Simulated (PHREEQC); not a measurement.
Consider water at 20 °C and 100 atm with 0.099 mol/kgw CdSO4. Closed to the air; pH follows from the charge balance.

The numbers come from PHREEQC with the ion-association model, phreeqc.dat.

* **pH**: 6.00
* **ionic strength**: 0.204 mol/kgw
* **density**: 1.024 g/cm³

```json
[
 {"species": "Cd+2", "molality": "0.0511", "activity": "0.0160", "log γ": "-0.503"},
 {"species": "SO4-2", "molality": "0.0302", "activity": "0.00888", "log γ": "-0.531"},
 {"species": "CdSO4", "molality": "0.0270", "activity": "0.0283", "log γ": "0.020"},
 {"species": "Cd(SO4)2-2", "molality": "0.0209", "activity": "0.00656", "log γ": "-0.503"},
 {"species": "H+", "molality": "1.26e-6", "activity": "1.00e-6", "log γ": "-0.098"},
 {"species": "CdOH+", "molality": "1.22e-6", "activity": "9.12e-7", "log γ": "-0.126"},
 {"species": "Cd2OH+3", "molality": "9.65e-7", "activity": "7.11e-8", "log γ": "-1.133"}
]
```

Precipitation was switched off in this run. Under pressure, the constants of complexes without a molar volume in the database are unreliable.
